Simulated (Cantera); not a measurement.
Mixture: H₂ : O₂ : N₂ = 1 : 0.25 : 0.94 (molar parts), equivalence ratio 2.0, at 11.0 bar, adiabatic and at constant volume. Ignition delay is the time to a rise of 400 K.

Cantera simulation using GRI-Mech 3.0 (53 species, 325 reactions); the numbers are that mechanism's predictions, not measurements. The hydrogen kinetics of GRI-Mech 3.0 are dated; newer H2 mechanisms differ, most at raised pressure.

### Question
What does this change do: H2 1 to 0.45 parts?

### Answer
| quantity | before | after |
|---|---|---|
| delay at 1175 K | 0.124 ms | 0.150 ms |
| delay at 1250 K | 16.7 µs | 13.8 µs |
| delay at 1325 K | 4.28 µs | 3.73 µs |
| delay at 1400 K | 2.33 µs | 2.10 µs |
| delay at 1475 K | 1.56 µs | 1.44 µs |
| delay at 1550 K | 1.16 µs | 1.07 µs |
| apparent activation energy between 1400 and 1550 K | 84 kJ/mol | 81 kJ/mol |

### Question
What does this change do: pressure from 11.0 bar to 19.0 bar?

### Answer
| quantity | before | after |
|---|---|---|
| delay at 1175 K | 0.124 ms | 0.140 ms |
| delay at 1250 K | 16.7 µs | 33.8 µs |
| delay at 1325 K | 4.28 µs | 7.02 µs |
| delay at 1400 K | 2.33 µs | 2.05 µs |
| delay at 1475 K | 1.56 µs | 1.10 µs |
| delay at 1550 K | 1.16 µs | 0.740 µs |
| apparent activation energy between 1400 and 1550 K | 84 kJ/mol | 120 kJ/mol |
The pressure lies above the range GRI-Mech 3.0 was tuned for (to about 10 atm).
